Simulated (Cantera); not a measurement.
## NO annealing gas

An isothermal, constant-pressure homogeneous reactor starts with 48.5 % NO, 51.5 % N2, at 2075 K and 20.0 Torr.

Computed with Cantera and GRI-Mech 3.0 (53 species, 325 reactions). Radical loss at walls, strong at low pressure, is not modelled.

| t (s) | x NO | x N2O | x N2 | x O | x O2 | x NO2 |
|---|---|---|---|---|---|---|
| 6.00e-5 | 0.485 | 7.35e-7 | 0.515 | 7.39e-7 | 6.15e-10 | 5.65e-10 |
| 0.000163 | 0.485 | 1.99e-6 | 0.515 | 2.02e-6 | 4.57e-9 | 4.10e-9 |
| 0.000445 | 0.485 | 5.34e-6 | 0.515 | 5.57e-6 | 3.44e-8 | 2.89e-8 |
| 0.00121 | 0.485 | 1.40e-5 | 0.515 | 1.56e-5 | 2.61e-7 | 1.85e-7 |
| 0.00330 | 0.484 | 3.42e-5 | 0.515 | 4.58e-5 | 2.07e-6 | 9.88e-7 |
| 0.00899 | 0.484 | 7.03e-5 | 0.516 | 0.000143 | 1.81e-5 | 3.98e-6 |
| 0.0245 | 0.484 | 9.91e-5 | 0.516 | 0.000417 | 0.000168 | 1.09e-5 |
| 0.0667 | 0.481 | 9.30e-5 | 0.517 | 0.000795 | 0.00120 | 1.79e-5 |
| 0.182 | 0.473 | 8.51e-5 | 0.521 | 0.000987 | 0.00519 | 2.32e-5 |
| 0.495 | 0.448 | 7.17e-5 | 0.533 | 0.00127 | 0.0174 | 3.28e-5 |
| 1.35 | 0.373 | 4.41e-5 | 0.570 | 0.00186 | 0.0545 | 4.63e-5 |
| 3.67 | 0.195 | 1.03e-5 | 0.659 | 0.00278 | 0.143 | 3.97e-5 |
| 10.0 | 0.0376 | 4.06e-7 | 0.738 | 0.00339 | 0.221 | 9.60e-6 |
x: mole fraction; the columns are a selection and need not sum to one.

Equilibrium at this temperature and pressure: NO 0.00970, N2O 8.65e-8, N2 0.752, O 0.00348, O2 0.235, NO2 2.56e-6 (gas phase only).
